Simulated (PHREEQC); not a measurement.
A solution holds 0.0039 mol HF, 0.076 mol (NH4)2SiF6, 0.015 mol HBF4 and 0.037 mol HCl per kg of water, at 25 °C. It is in equilibrium with CO2 at log p = -3.4 (atm). Otherwise closed; pH follows from the charge balance.

Equilibrium calculation in PHREEQC: ion-association model, phreeqc.dat.

Precipitation was switched off in this run.

### Question
Estimate the pH.

### Answer
pH 1.40.

### Question
In which forms is B present?

### Answer
BF4- 90 %, H3BO3 6.4 %, BF3OH- 3.3 % of the B.

Examples of supersaturated solids here: Quartz (slow to form). Others may be too. SiF6-2 is the database's only silicon fluoride. Real BF4- forms and hydrolyses slowly; the run takes it at equilibrium.
